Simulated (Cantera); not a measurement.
## Thermodynamics of roasting and sulfation, feed CaCO3 + H2S + CO2

Charge: 1 mol CaCO3, 0.42 mol H2S, 0.32 mol CO2, held at 3.80 bar.

These are equilibrium values from Cantera (NASA tables, ideal gas, pure condensed phases), not measurements of a reactor. Candidate condensed phases: C, C6H6, C7H8, C8H18, Ca, CaCO3, CaO, Ca(OH)2, CaS, CaSO4, H2O, H2SO4, S; 129 gas species. Mutual solubility and eutectic melting of coexisting phases are not modelled. Gases not in the tables: S3 to S7. Kinetics and transport are ignored.

```csv
T (K),log p CO2,log p H2O,log p CO,log p SO2,log p H2,log p H2S,log p S2,n CaO(s),n CaS(s)
1273,0.45,-0.05,-1.19,-1.59,-1.90,-2.56,-3.55,0.594,0.406
1323,0.44,-0.05,-1.04,-1.45,-1.80,-2.46,-3.29,0.599,0.401
1373,0.43,-0.05,-0.91,-1.33,-1.71,-2.38,-3.04,0.605,0.395
1423,0.43,-0.06,-0.78,-1.21,-1.62,-2.30,-2.82,0.613,0.387
1473,0.42,-0.06,-0.67,-1.10,-1.54,-2.23,-2.61,0.623,0.377
1523,0.40,-0.07,-0.57,-1.01,-1.47,-2.16,-2.41,0.635,0.365
1573,0.39,-0.08,-0.47,-0.92,-1.40,-2.10,-2.23,0.649,0.351
```
log p: log10 of the partial pressure in bar; n: condensed amount in mol.

From 1273 K to 1573 K the condensed part is CaO(s) + CaS(s).
